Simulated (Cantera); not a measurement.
Reactions in the system Cu-F-H

Cantera with NASA thermochemical tables; ideal gases at 1 bar, condensed phases pure. Values are per mole of reaction as written; species without (g) are pure solids or liquids, kept so even where they would boil at 1 bar.

2 HF(g) + Cu → H2(g) + CuF2(g)

```json
[
 {"T (K)": "1398", "ΔH° (kJ)": "261.9", "ΔS° (J/K)": "3.3", "ΔG° (kJ)": "257.4", "log10 K": "-9.62"},
 {"T (K)": "1448", "ΔH° (kJ)": "261.6", "ΔS° (J/K)": "3.0", "ΔG° (kJ)": "257.2", "log10 K": "-9.28"},
 {"T (K)": "1498", "ΔH° (kJ)": "261.2", "ΔS° (J/K)": "2.8", "ΔG° (kJ)": "257.1", "log10 K": "-8.96"},
 {"T (K)": "1548", "ΔH° (kJ)": "260.9", "ΔS° (J/K)": "2.5", "ΔG° (kJ)": "256.9", "log10 K": "-8.67"},
 {"T (K)": "1598", "ΔH° (kJ)": "260.5", "ΔS° (J/K)": "2.3", "ΔG° (kJ)": "256.8", "log10 K": "-8.39"},
 {"T (K)": "1648", "ΔH° (kJ)": "260.1", "ΔS° (J/K)": "2.1", "ΔG° (kJ)": "256.7", "log10 K": "-8.14"},
 {"T (K)": "1698", "ΔH° (kJ)": "259.7", "ΔS° (J/K)": "1.8", "ΔG° (kJ)": "256.6", "log10 K": "-7.89"},
 {"T (K)": "1748", "ΔH° (kJ)": "259.4", "ΔS° (J/K)": "1.6", "ΔG° (kJ)": "256.5", "log10 K": "-7.67"},
 {"T (K)": "1798", "ΔH° (kJ)": "259.0", "ΔS° (J/K)": "1.4", "ΔG° (kJ)": "256.4", "log10 K": "-7.45"},
 {"T (K)": "1848", "ΔH° (kJ)": "258.6", "ΔS° (J/K)": "1.2", "ΔG° (kJ)": "256.4", "log10 K": "-7.25"}
]
```
